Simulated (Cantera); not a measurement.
Input: 1 mol Si₂Cl₆, 160 mol N₂, held at 13.0 mbar.

Cantera equilibrium calculation (NASA polynomials, part measured and part estimated; ideal gas, pure solids and liquids). Candidate condensed phases: Si, Si₃N₄; 13 gas species. The feed counts by its element totals alone. N₂ is the only nitrogen source here; it is nearly inert below about 1500 K, so the nitride shown seldom forms there in practice. The numbers say what is thermodynamically allowed, not how fast it happens.

Which condensed phases are stable at each of these points (T (K)): 825, 925, 1025, 1125, 1225, 1325, 1425, 1525, 1625, 1725?


```json
[
 {"T (K)": "825", "condensed phases": "Si₃N₄(s)", "Si condensed (%)": "25.0"},
 {"T (K)": "925", "condensed phases": "Si₃N₄(s)", "Si condensed (%)": "25.0"},
 {"T (K)": "1025", "condensed phases": "Si₃N₄(s)", "Si condensed (%)": "24.9"},
 {"T (K)": "1125", "condensed phases": "Si₃N₄(s)", "Si condensed (%)": "24.6"},
 {"T (K)": "1225", "condensed phases": "Si₃N₄(s)", "Si condensed (%)": "22.4"},
 {"T (K)": "1325", "condensed phases": "Si₃N₄(s)", "Si condensed (%)": "11.8"},
 {"T (K)": "1425", "condensed phases": "gas only", "Si condensed (%)": "0.0"},
 {"T (K)": "1525", "condensed phases": "gas only", "Si condensed (%)": "0.0"},
 {"T (K)": "1625", "condensed phases": "gas only", "Si condensed (%)": "0.0"},
 {"T (K)": "1725", "condensed phases": "gas only", "Si condensed (%)": "0.0"}
]
```

From 825 K to 1325 K the condensed part is Si₃N₄(s). From 1425 K to 1725 K nothing is condensed.
